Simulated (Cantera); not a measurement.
An isothermal, constant-pressure homogeneous reactor starts with H₂ : O₂ = 0.078 : 1 (molar parts), at 1323 K and 2000 Pa.

Detailed kinetics in Cantera: the H2/O2 subset of GRI-Mech 3.0, which has no nitrogen chemistry. Radical loss at walls, strong at low pressure, is not modelled. The temperature is held fixed by assumption; the heat of reaction is taken as removed at once.

x: mole fraction; the columns are a selection and need not sum to one.

```csv
t (s),x H₂,x O₂,x OH,x O,x H,x H₂O₂,x HO₂
0.000200,0.0724,0.928,7.51e-7,9.95e-7,5.81e-7,3.46e-10,1.54e-7
0.000469,0.0720,0.927,0.000126,0.000168,9.65e-5,2.31e-9,7.46e-7
0.00110,0.00310,0.874,0.00812,0.0429,0.0138,2.00e-7,5.13e-6
0.00257,0.00156,0.875,0.00649,0.0438,0.0109,1.44e-7,4.78e-6
0.00603,0.00134,0.883,0.00603,0.0367,0.00842,1.45e-7,4.65e-6
0.0141,___,0.896,___,___,___,1.41e-7,___
0.0331,___,0.911,___,___,___,___,___
0.0777,0.000141,0.920,0.00199,0.00355,0.000258,8.03e-8,1.86e-6
0.182,3.29e-5,0.924,0.000966,0.000823,2.89e-5,4.10e-8,7.25e-7
0.427,7.44e-6,0.925,0.000461,0.000186,3.12e-6,1.79e-8,2.30e-7
1.00,1.88e-6,0.925,0.000233,4.73e-5,3.99e-7,7.34e-9,7.70e-8
```

**Question.** Complete the blanks.

**Answer.** 
- 0.0141, x H₂: 0.000940
- 0.0141, x OH: 0.00509
- 0.0141, x O: 0.0249
- 0.0141, x H: 0.00475
- 0.0141, x HO₂: 4.26e-6
- 0.0331, x H₂: 0.000456
- 0.0331, x OH: 0.00357
- 0.0331, x O: 0.0117
- 0.0331, x H: 0.00154
- 0.0331, x H₂O₂: 1.21e-7
- 0.0331, x HO₂: 3.31e-6
